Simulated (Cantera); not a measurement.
Input (Python, Cantera):

```python
import numpy as np
import cantera as ct

gas = ct.Solution("gri30.yaml")
gas.TPX = 600, 150000, {'CH3OH': 1, 'O2': 1, 'N2': 3.76, 'H2O': 1.7}
flame = ct.FreeFlame(gas, width=0.03)
flame.set_refine_criteria(ratio=3, slope=0.08, curve=0.16)
flame.transport_model = "unity-Lewis-number"
flame.solve(loglevel=0, auto=True)
z, T = flame.grid, flame.T
thick = (T[-1] - T[0]) / np.gradient(T, z).max()
show = ['CH3OH', 'O2', 'H2O', 'CH2O', 'HCN', 'CH2CO']
print(f"laminar burning velocity  {flame.velocity[0] * 100:.3f} cm/s")
print(f"burnt temperature         {T[-1]:.1f} K")
print(f"thermal thickness         {thick * 1e3:.4f} mm")
print(f"grid points               {len(z)}")
z0 = z[flame.heat_release_rate.argmax()]
print(f"{'z/mm':>9s}{'T/K':>9s}{'u/(m/s)':>9s}" + "".join(f"{s:>11s}" for s in show))
rows = []
for k in (-3, -2, -1.5, -1, -0.5, -0.25, 0, 0.25, 0.5, 1, 2, 4, 8):
    zz = z0 + k * thick
    rows.append([k * thick, np.interp(zz, z, T), np.interp(zz, z, flame.velocity),
                 *(np.interp(zz, z, flame.X[gas.species_index(s)]) for s in show)])
    print(f"{rows[-1][0] * 1e3:9.3f}{rows[-1][1]:9.1f}{rows[-1][2]:9.3f}" + "".join(f"{x:11.3e}" for x in rows[-1][3:]))
```

Result:

```
laminar burning velocity  46.915 cm/s
burnt temperature         1853.4 K
thermal thickness         0.3952 mm
grid points               142
     z/mm      T/K  u/(m/s)      CH3OH         O2        H2O       CH2O        HCN      CH2CO
   -1.186    602.7    0.471  1.337e-01  1.337e-01  2.282e-01  2.139e-05  9.437e-10  1.287e-08
   -0.790    613.3    0.480  1.322e-01  1.325e-01  2.295e-01  1.070e-04  4.719e-09  6.435e-08
   -0.593    637.7    0.501  1.287e-01  1.296e-01  2.325e-01  3.032e-04  1.338e-08  1.824e-07
   -0.395    726.5    0.578  1.161e-01  1.191e-01  2.435e-01  1.024e-03  4.519e-08  6.163e-07
   -0.198   1027.8    0.855  7.278e-02  8.308e-02  2.811e-01  3.499e-03  1.544e-07  2.105e-06
   -0.099   1296.1    1.122  3.484e-02  5.130e-02  3.142e-01  5.462e-03  2.508e-07  3.426e-06
    0.000   1585.7    1.426  2.122e-03  1.941e-02  3.489e-01  1.925e-03  3.699e-07  3.983e-06
    0.099   1706.0    1.531  1.343e-06  5.170e-03  3.628e-01  6.266e-06  3.689e-07  1.999e-07
    0.198   1755.0    1.569  6.161e-08  1.744e-03  3.642e-01  4.503e-07  2.780e-07  1.322e-08
    0.395   1797.7    1.602  1.474e-09  5.023e-04  3.648e-01  1.340e-08  1.712e-07  5.892e-10
    0.790   1826.1    1.623  1.598e-11  1.361e-04  3.664e-01  2.509e-09  1.003e-07  2.778e-11
    1.581   1841.2    1.635  4.802e-13  3.228e-05  3.679e-01  2.241e-09  6.186e-08  2.604e-12
    3.162   1848.1    1.640  1.118e-13  7.651e-06  3.687e-01  2.170e-09  4.149e-08  4.859e-13
```

Cantera simulation using GRI-Mech 3.0 (53 species, 325 reactions); the numbers are that mechanism's predictions, not measurements. GRI-Mech 3.0 was tuned for natural gas; its chemistry of methanol as a main component is partial and can be far from experiment. Unity Lewis numbers drop preferential diffusion, which matters most where H2 and H carry the flame. Burning velocities carry a grid error of a few per cent, more on coarse grids.
